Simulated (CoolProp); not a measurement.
Vapour-liquid equilibrium of R143a (1) + dimethyl ether (2) at 0.955 MPa; x and y are mole fractions of (1).

Computed with CoolProp (multi-fluid Helmholtz-energy mixture model, Lemmon and Jacobsen 2000 and Wu 2011; pair parameters Bell 2016).

```csv
x,"bubble temperature, mixture model (K)","bubble temperature, Raoult's law (K)","y, mixture model","y, Raoult's law"
0.05,313.7,313.9,0.093,0.098
0.2,307.8,308.4,0.323,0.342
0.35,302.9,303.6,0.501,0.531
0.5,298.7,299.3,0.645,0.681
0.65,295.0,295.5,0.767,0.800
0.8,291.7,292.0,0.873,0.897
0.95,288.8,288.8,0.969,0.977
```

The largest gap from Raoult's law is -0.7 K in bubble temperature, at x = 0.35. No azeotrope shows between x = 0.05 and 0.95.

Pair parameters are fitted to limited data, so mixtures are less certain than the pure fluids.
